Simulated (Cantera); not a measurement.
Charge: 1 mol SiC, 0.039 mol N2O, 3.6 mol N2, at 7.50 Torr.

Equilibrium computed with Cantera from the NASA thermochemical tables; the gas is ideal and each condensed phase is pure. Candidate condensed phases: C, Si, SiC, SiO2, Si2N2O, Si3N4; 34 gas species. Kinetics and transport are ignored.

Question: At 1850 K, list the 4 most abundant gas species with their mole fractions, and the condensed phases.

Answer: N2 0.989, CO 0.00543, SiO 0.00517, Si 0.000237. Condensed: SiC(s).
